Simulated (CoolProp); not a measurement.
Saturation properties of sulfur dioxide.

The numbers come from the reference Helmholtz-energy equation of state, Gao 2016 in CoolProp.

| T (K) | p (MPa) | vapour density (kg/m³) | liquid cp (kJ/(kg K)) |
|---|---|---|---|
| 328.4 | 0.9717 | (withheld) | 1.457 |
| 333.6 | 1.115 | 29.89 | 1.473 |
| 338.8 | 1.274 | 34.12 | 1.491 |
| 344 | 1.449 | 38.85 | 1.512 |
| 349.2 | 1.641 | (withheld) | 1.535 |
| 354.4 | 1.852 | 49.97 | 1.562 |
| 359.6 | 2.082 | 56.51 | 1.593 |
| 364.8 | (withheld) | 63.79 | 1.629 |
| 370 | 2.604 | 71.94 | 1.672 |
| 375.2 | 2.899 | 81.06 | 1.722 |
| 380.4 | 3.219 | 91.32 | 1.782 |
| 385.6 | 3.563 | 102.9 | 1.856 |
| 390.8 | 3.935 | 116.1 | 1.949 |

What belongs in the gaps?


- 328.4, vapour density (kg/m³): 26.09
- 349.2, vapour density (kg/m³): 44.11
- 364.8, p (MPa): 2.332

It boils at 263.1 K under 1 atm.
